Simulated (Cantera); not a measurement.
A closed system holds: 1 mol Cu, 0.14 mol CO, 5.3 mol H₂, at 552 °C and 64.0 Pa.

Equilibrium computed with Cantera from the NASA thermochemical tables; the gas is ideal and each condensed phase is pure. Candidate condensed phases: C, C₆H₆, C₇H₈, C₈H₁₈, Cu, CuO, Cu(OH)₂, Cu₂O, H₂O; 113 gas species. Equilibrium is a limit: real reactors are often held back by kinetics, nucleation or transport.

Base state: H₂ 0.974, CO 0.0254, CH₄ 0.000346, H₂O 0.000317, CO₂ 2.95e-5 (mole fractions); condensed: Cu(s).

Task: What changes in the equilibrium state with this change: temperature from 552 °C to 1377 °C?

Result: 
```json
[
 {"species": "H₂", "before": "0.974", "after": "0.847"},
 {"species": "Cu", "before": "<1e-9", "after": "0.127"},
 {"species": "CO", "before": "0.0254", "after": "0.0224"},
 {"species": "H", "before": "<1e-9", "after": "0.00331"},
 {"species": "Cu₂", "before": "<1e-9", "after": "0.000119"},
 {"species": "CO₂", "before": "2.95e-5", "after": "1.46e-9"},
 {"species": "Cu(s), mol", "before": "1.00", "after": "0"},
 {"species": "Cu(l), mol", "before": "0", "after": "0.206"}
]
```
